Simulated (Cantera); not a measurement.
Input: 1 mol SiH2Cl2, 0.22 mol N2, equilibrated at 1925 K and 990 Pa.

Cantera equilibrium calculation (NASA polynomials, part measured and part estimated; ideal gas, pure solids and liquids). Candidate condensed phases: NH4Cl, Si, Si3N4; 28 gas species. The tables' values for SiCl3, SiCl, SiN are old estimates; treat these amounts as uncertain. Gases not in the tables: Si2H6 and higher silanes. Kinetics and transport are ignored.

Base state: H2 0.341, SiCl2 0.335, HCl 0.209, N2 0.0985, H 0.00561, SiCl3 0.00361, SiCl 0.00271, Cl 0.00258 (mole fractions); condensed: Si(l).

What changes in the equilibrium state with this change: pressure from 990 Pa to 1500 Pa?


```tsv
species	before	after
H2	0.341	0.342
SiCl2	0.335	0.335
HCl	0.209	0.209
H	0.00561	0.00456
SiCl3	0.00361	0.00444
N2	0.0985	0.0988
SiHCl3	2.74e-5	4.16e-5
Si	0.00176	0.00116
Si2	1.51e-5	9.96e-6
SiCl4	5.03e-5	7.62e-5
SiCl	0.00271	0.00220
Si(l), mol	0.233	0.235
```

What changes in the equilibrium state with this change: temperature from 1925 K to 1748 K?


```csv
species,before,after
H2,0.341,0.355
SiCl2,0.335,0.344
HCl,0.209,0.191
N2,0.0985,0.0993
Si2,1.51e-5,7.56e-7
Si,0.00176,0.000147
SiN,1.72e-5,2.39e-6
SiH,8.31e-5,1.16e-5
Si2N,2.43e-5,4.08e-6
"Si(l), mol",0.233,0.220
```
The tables' values for SiCl3, SiCl are old estimates; treat these amounts as uncertain.
